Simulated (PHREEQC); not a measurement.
A made-up water analysis in mg/kgw, 20 °C, pH 3.25, pe 12.6:

| constituent | mg/kgw |
|---|---|
| Na | 609 |
| K | 205 |
| Ca | 174 |
| Mg | 371 |
| Cl | 131 |
| S(6) as SO4 | 4500 |
| Mn(2) | 1.93 |
| Fe(3) | 583 |
| O(0) (dissolved oxygen) | 8.32 |
| Sr | 3.33 |
| Pb | 8.67 |

Cl is adjusted to close the charge balance.
Valence states are taken as typed.

Model: ion-association model, wateq4f.dat, run in PHREEQC.

This is a speciation only: nothing precipitates in the calculation.

**Question.** Predict the ionic strength.

**Answer.** ionic strength 0.109 mol/kgw.

**Question.** In which forms is Mn present?

**Answer.** Mn+2 62 %, MnSO4 38 %, MnCl+ 0.7 % of the Mn.

Examples of supersaturated solids here: Jarosite-K, Jarosite-Na. Others may be too. Species that the database lacks are ignored.
